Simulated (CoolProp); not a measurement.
The numbers come from the reference Helmholtz-energy equation of state, Beckmüller 2019 in CoolProp.

Problem. Give the vapour pressure (MPa), liquid density (kg/m³), liquid cp (kJ/(kg K)), vapour Z of saturated n-octane at 364.3, 380.3, 386.7 K.

Solution. 
| T (K) | p (MPa) | liquid density (kg/m³) | liquid cp (kJ/(kg K)) | vapour Z |
|---|---|---|---|---|
| 364.3 | 0.0348 | 643 | 2.49 | 0.974 |
| 380.3 | 0.0588 | 628 | 2.56 | 0.962 |
| 386.7 | 0.0715 | 623 | 2.59 | 0.956 |
